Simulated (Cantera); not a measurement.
Charge: 1 mol Hg, 70 mol H2, held at 1398.15 K and 49.0 mbar.

Equilibrium computed with Cantera from the NASA thermochemical tables; the gas is ideal and each condensed phase is pure. Candidate condensed phases: Hg; 3 gas species. Kinetics and transport are ignored.

Base state: H2 0.986, Hg 0.0141, H 2.13e-5 (mole fractions); condensed: gas only.

**Question.** What changes in the equilibrium state with this change: Hg replaced by HgO?

**Answer.** 
```csv
species,before,after
H2,0.986,0.972
H2O,0,0.0141
Hg,0.0141,0.0141
H,2.13e-5,2.11e-5
```
Further candidate phases: H2O, HgO.
